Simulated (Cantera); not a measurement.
A closed system holds: 1 mol Ta2O5, 1.1 mol CH4, 0.7 mol CO, at 2575 K and 100000 Pa.

Cantera equilibrium calculation (NASA polynomials, part measured and part estimated; ideal gas, pure solids and liquids). Candidate condensed phases: C, C6H6, C7H8, C8H18, H2O, Ta, TaC, Ta2O5; 113 gas species. Mutual solubility and eutectic melting of coexisting phases are not modelled. Condensed phases not in the tables: Ta2C, N, O or C dissolved in the metal. The numbers say what is thermodynamically allowed, not how fast it happens.

Base state: H2 0.525, CO 0.443, H 0.0251, H2O 0.00482, TaO2 0.00122, CO2 0.000636, TaO 0.000318, OH 5.20e-5 (mole fractions); condensed: Ta(s) + Ta2O5(l).

What changes in the equilibrium state with this change: temperature from 2575 K to 873.15 K?


```json
[
 {"species": "H2", "before": "0.525", "after": "0.574"},
 {"species": "H2O", "before": "0.00482", "after": "0.162"},
 {"species": "CH4", "before": "3.60e-8", "after": "0.148"},
 {"species": "CO", "before": "0.443", "after": "0.0665"},
 {"species": "H", "before": "0.0251", "after": "<1e-9"},
 {"species": "CO2", "before": "0.000636", "after": "0.0499"},
 {"species": "TaO2", "before": "0.00122", "after": "<1e-9"},
 {"species": "TaO", "before": "0.000318", "after": "<1e-9"},
 {"species": "OH", "before": "5.20e-5", "after": "<1e-9"},
 {"species": "Ta(s), mol", "before": "0.447", "after": "0"},
 {"species": "Ta2O5(l), mol", "before": "0.773", "after": "0"},
 {"species": "C(graphite), mol", "before": "0", "after": "1.24"},
 {"species": "Ta2O5(s), mol", "before": "0", "after": "1.00"}
]
```
